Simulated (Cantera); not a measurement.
A perfectly stirred reactor is fed with C2H6 : H2 : H2O = 1 : 19 : 1.6 (molar parts), at 1100 Pa; it is held at 1700 K, and followed from long to short residence time.

Detailed kinetics in Cantera: GRI-Mech 3.0 (53 species, 325 reactions). Radical loss at walls, strong at low pressure, is not modelled.

x: mole fraction; the columns are a selection and need not sum to one.

```json
[
 {"τ (s)": "1.1", "x C2H6": "1.41e-5", "x H2": "0.881", "x H": "0.00174", "x C2H2": "0.0317", "x CH2": "…", "x CH4": "0.0166"},
 {"τ (s)": "0.44", "x C2H6": "3.21e-5", "x H2": "0.876", "x H": "0.00194", "x C2H2": "0.0304", "x CH2": "…", "x CH4": "0.0216"},
 {"τ (s)": "0.17", "x C2H6": "7.45e-5", "x H2": "0.871", "x H": "0.00220", "x C2H2": "0.0279", "x CH2": "…", "x CH4": "0.0275"},
 {"τ (s)": "0.065", "x C2H6": "0.000173", "x H2": "0.866", "x H": "0.00252", "x C2H2": "0.0245", "x CH2": "…", "x CH4": "0.0339"},
 {"τ (s)": "0.025", "x C2H6": "0.000396", "x H2": "0.861", "x H": "0.00289", "x C2H2": "0.0207", "x CH2": "…", "x CH4": "0.0399"},
 {"τ (s)": "0.0096", "x C2H6": "0.000911", "x H2": "0.857", "x H": "0.00326", "x C2H2": "0.0165", "x CH2": "…", "x CH4": "0.0446"},
 {"τ (s)": "0.0037", "x C2H6": "0.00211", "x H2": "0.854", "x H": "0.00358", "x C2H2": "0.0121", "x CH2": "…", "x CH4": "0.0467"},
 {"τ (s)": "0.0014", "x C2H6": "0.00503", "x H2": "0.854", "x H": "0.00371", "x C2H2": "0.00740", "x CH2": "1.27e-5", "x CH4": "0.0445"},
 {"τ (s)": "0.00054", "x C2H6": "0.0117", "x H2": "0.858", "x H": "0.00341", "x C2H2": "0.00321", "x CH2": "1.34e-5", "x CH4": "0.0352"}
]
```

Task: Complete the blanks.

Result: 
- 1.1, x CH2: 1.18e-6
- 0.44, x CH2: 1.82e-6
- 0.17, x CH2: 2.81e-6
- 0.065, x CH2: 4.21e-6
- 0.025, x CH2: 6.04e-6
- 0.0096, x CH2: 8.22e-6
- 0.0037, x CH2: 1.06e-5
